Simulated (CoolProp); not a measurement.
Vapour-liquid equilibrium of n-hexane (1) + o-xylene (2) at 438.9 K; x and y are mole fractions of (1).

Values from CoolProp's multi-fluid Helmholtz-energy mixture model, Thol 2019 and Zhou 2012; pair parameters Bell 2016.

```
x     bubble pressure (kPa)  y at the bubble point  dew pressure at overall composition x (kPa)  liquid density (mol/L)
----  ---------------------  ---------------------  -------------------------------------------  ----------------------
0.05                  217.9                  0.232                                        180.9                   7.001
0.15                  305.5                  0.492                                        199.5                   6.905
0.25                  390.1                  0.634                                        222.3                   6.804
0.35                  472.1                  0.726                                        250.7                   6.696
0.45                  552.2                  0.792                                        287.2                   6.582
0.55                  631.4                  0.842                                        335.5                   6.460
0.65                  710.8                  0.884                                        402.3                   6.329
0.75                  791.7                  0.920                                        498.9                   6.188
0.85                  876.0                  0.953                                        645.4                   6.035
0.95                  965.5                  0.984                                        868.7                   5.867
```

No azeotrope shows between x = 0.05 and 0.95.

Pair parameters are fitted to limited data, so mixtures are less certain than the pure fluids. The gap from Raoult's law changes sign with composition, which may be real or a fault of the pair parameters; it wasn't checked against measurements.
